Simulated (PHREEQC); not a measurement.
Dissolve 0.043 mol/kgw Al(NO3)3 at 25 °C. Closed to the air; pH follows from the charge balance.

All values are PHREEQC results (ion-association model, phreeqc.dat), not measurements.

### Question
The ionic strength comes out as 0.257 mol/kgw. What activity coefficients do AlOH+2, Al(OH)2+, H+, NO3-, Al+3 get?

### Answer
AlOH+2 0.29, Al(OH)2+ 0.73, H+ 0.79, NO3- 0.67, Al+3 0.12.

No solid was allowed to form.
